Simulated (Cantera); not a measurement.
A closed system holds: 1 mol SiHCl3, 71 mol N2, 1.7 mol H2, held at 750 Torr.

Equilibrium computed with Cantera from the NASA thermochemical tables; the gas is ideal and each condensed phase is pure. Candidate condensed phases: NH4Cl, Si, Si3N4; 28 gas species. The tables' values for SiCl3 are old estimates; treat these amounts as uncertain. Rates play no part.

Task: At 1525 K, list the 4 most abundant gas species with their mole fractions, and the condensed phases.

Result: N2 0.951, HCl 0.0348, H2 0.0123, SiCl4 0.000799. Condensed: Si3N4(s).
